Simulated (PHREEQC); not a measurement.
Solution (20 °C): 0.32 mol NiSO4, 0.0021 mol NaOH and 0.008 mol HCl per kg of water. Closed to the air; pH follows from the charge balance.

Model: ion-association model, wateq4f.dat, run in PHREEQC.

### Question
The ionic strength comes out as 0.554 mol/kgw. What activity coefficients do Ni(SO4)2-2, Na+, HSO4-, SO4-2, Cl- get?

### Answer
Ni(SO4)2-2 0.30, Na+ 0.71, HSO4- 0.66, SO4-2 0.20, Cl- 0.64.

No solid was allowed to form.
